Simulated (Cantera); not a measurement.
Charge: 1 mol CH3OH, 3.4 mol H2O, 0.33 mol N2, 0.88 mol CO2, at 3.10 mbar.

Equilibrium computed with Cantera from the NASA thermochemical tables; the gas is ideal and each condensed phase is pure. Candidate condensed phases: C, C6H6, C7H8, C8H18, H2O; 169 gas species. Ions and electrons are included (thermal ionisation). Rates play no part.

**Question.** At 2227 °C, list the 7 most abundant gas species with their mole fractions, and the condensed phases.

**Answer.** H2O 0.266, H 0.192, H2 0.182, CO 0.161, OH 0.0585, O 0.0408, CO2 0.0382. Condensed: gas only.
